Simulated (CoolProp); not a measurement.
n-heptane along the isobar 3700 kPa: Z from the reference equation and from simpler models built on Tc = 541.2 K, pc = 2774 kPa, ω = 0.349; each cubic takes its own stable root.

Model: reference Helmholtz-energy equation of state, Span 2003, in CoolProp. It is a short technical equation, of lower accuracy than the large ones.

| T (K) | phase | reference |
|---|---|---|
| 280.3 | liquid | 0.2280 |
| 288.2 | liquid | 0.2238 |
| 296 | liquid | 0.2200 |
| 303.9 | liquid | 0.2163 |
| 311.8 | liquid | 0.2129 |
| 319.7 | liquid | 0.2097 |
| 327.6 | liquid | 0.2067 |
| 335.5 | liquid | 0.2039 |
| 343.4 | liquid | 0.2013 |
| 351.2 | liquid | 0.1989 |

Task: How far does each simpler model (van der Waals, Redlich-Kwong, Soave-Redlich-Kwong) lie from the reference over these 10 states: mean and median of the absolute difference, and the worst?

Result: 
- van der Waals: mean 69.3 %, median 69.3 %, worst +70.7 % at 280.3 K and 3700 kPa
- Redlich-Kwong: mean 16.2 %, median 16.2 %, worst +16.4 % at 351.2 K and 3700 kPa
- Soave-Redlich-Kwong: mean 12.1 %, median 12.0 %, worst +12.9 % at 280.3 K and 3700 kPa
